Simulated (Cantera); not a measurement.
**Thermodynamics of aluminium nitride and oxide growth, feed AlCl3 + NH3 + H2 + HCl**

Input: 1 mol AlCl3, 330 mol NH3, 50 mol H2, 0.77 mol HCl, held at 13.3 mbar.

Equilibrium computed with Cantera from the NASA thermochemical tables; the gas is ideal and each condensed phase is pure. Candidate condensed phases: Al, AlCl3, AlN, NH4Cl; 20 gas species. The tables' values for AlCl2 are old estimates; treat these amounts as uncertain. Rates play no part.

From 600 °C to 1275 °C the condensed part is AlN(s). From 1350 °C to 1500 °C nothing is condensed. The main Al-bearing gas is AlCl3 at 600 °C and AlCl at 1500 °C.

```csv
T (°C),x H2,x N2,x HCl,x H,n AlN(s)
600,0.764,0.231,0.00529,3.54e-10,0.997
675,0.764,0.231,0.00528,3.97e-9,0.997
750,0.764,0.231,0.00528,3.13e-8,0.996
825,0.764,0.231,0.00528,1.87e-7,0.996
900,0.764,0.231,0.00528,8.92e-7,0.995
975,0.764,0.231,0.00527,3.53e-6,0.993
1050,0.764,0.231,0.00525,1.20e-5,0.983
1125,0.764,0.231,0.00518,3.58e-5,0.933
1200,0.763,0.231,0.00489,9.57e-5,0.735
1275,0.763,0.231,0.00407,0.000233,0.157
1350,0.763,0.231,0.00386,0.000523,0
1425,0.762,0.231,0.00387,0.00109,0
1500,0.761,0.231,0.00387,0.00215,0
```
x: gas mole fraction; n: condensed amount in mol.
